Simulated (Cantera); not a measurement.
Gas-phase reforming

An isothermal, constant-pressure homogeneous reactor starts with CH4 : H2O = 1 : 1.7 (molar parts), at 2050 K and 0.340 bar.

Computed with Cantera and GRI-Mech 3.0 (53 species, 325 reactions).

```
t (s)       x CH4  x H2O    x C2H2    x HCO    x C2H4
--------  -------  -----  --------  -------  --------
3.00e-5     0.326  0.617   0.00121  1.23e-6   0.00727
7.57e-5     0.214  0.568    0.0275  3.45e-6    0.0216
0.000191    0.102  0.499    0.0830  1.83e-6   0.00574
0.000482   0.0436  0.453     0.104  9.71e-7   0.00103
0.00122    0.0192  0.406     0.101  5.65e-7  0.000281
0.00307    0.0130  0.342    0.0796  3.68e-7  0.000154
0.00775   0.00976  0.263    0.0489  2.29e-7   8.75e-5
0.0195    0.00582  0.193    0.0205  1.37e-7   3.41e-5
0.0493    0.00207  0.150   0.00370  8.77e-8   5.59e-6
0.124     8.20e-5  0.140   3.60e-5  6.91e-8   4.26e-8
0.314     1.54e-9  0.139  3.08e-11  6.92e-8    <1e-12
0.793     1.35e-9  0.139    <1e-12  6.92e-8    <1e-12
2.00      1.35e-9  0.139    <1e-12  6.92e-8    <1e-12
```
x: mole fraction; the columns are a selection and need not sum to one.

Equilibrium at this temperature and pressure: CH4 1.60e-9, H2O 0.139, C2H2 <1e-12, HCO 6.92e-8, C2H4 <1e-12 (gas phase only).
